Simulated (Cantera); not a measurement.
Cantera run:

```python
import numpy as np
import cantera as ct

gas_names = [...]  # 95 gases of nasa_gas.yaml made of C, F, H
cond_names = """
    C(gr) C6H6(L) C7H8(L) C8H18(L),n-octa
""".split()


# ... load() reads the species with a 1 bar reference pressure and builds the phases ...
atoms = {
    'c-C4F8': {'C': 4, 'F': 8},
    'CH4': {'C': 1, 'H': 4},
}
top_T = {'C(gr)': 4500}  # K; cautious upper limits of use, not melting points


# ... equilibrate(T, P, feed) seeds the gas with the atoms and calls Mixture.equilibrate('TP', solver="vcs", rtol=1e-11, max_steps=5000) ...
results = []
feed = {'c-C4F8': 1, 'CH4': 0.018}  # mol
T = 2398  # K
for P in [1, 5.2, 27, 140, 720, 3700, 19000, 100000]:
    mix = equilibrate(T, P, feed)
    results.append((T, P, feed, dict(zip(mix.species_names, mix.species_moles))))

top = {s: max(r[3][s] / sum(r[3][g] for g in gas_names) for r in results) for s in gas_names}
cols = sorted((s for s in top if top[s] > 1e-05), key=lambda s: -top[s])[:6]
seen = [c for c in cond_names if any(r[3].get(c, 0) > 1e-12 for r in results)]
print("log10 of partial pressures in bar; condensed amounts in mol")
print(f"{'P/Pa':>10s}" + "".join(f"{s[:9]:>10s}" for s in cols + seen))
for T, P, feed, n in results:
    ng = sum(n[g] for g in gas_names)
    print(f"{P:10.4g}" + "".join(f"{np.log10(max(n[s] / ng * P / 1e5, 1e-99)):10.3f}" for s in cols)
          + "".join(f"{n.get(c, 0):10.4g}" for c in seen))
```

Result:

```
log10 of partial pressures in bar; condensed amounts in mol
      P/Pa         F       CF4       CF2        HF       CF3        CF     C(gr)
         1    -5.021   -13.796    -7.664    -7.069   -11.913    -6.650     3.543
       5.2    -4.304   -10.928    -6.230    -6.329    -9.762    -5.933     3.698
        27    -3.607    -8.141    -4.836    -5.592    -7.672    -5.236     3.434
       140    -2.968    -5.582    -3.557    -4.818    -5.752    -4.596     2.561
       720    -2.447    -3.498    -2.515    -3.991    -4.190    -4.075     1.532
      3700    -2.074    -2.009    -1.770    -3.116    -3.073    -3.703     1.402
   1.9e+04    -1.814    -0.968    -1.250    -2.283    -2.292    -3.443     1.679
     1e+05    -1.601    -0.114    -0.823    -1.501    -1.651    -3.229     1.865
```

These are equilibrium values from Cantera (NASA tables, ideal gas, pure condensed phases), not measurements of a reactor. The feed counts by its element totals alone. The tables' values for C2F4 are old estimates; treat these amounts as uncertain. Gases not in the tables: C2F6 and larger saturated fluorocarbons.
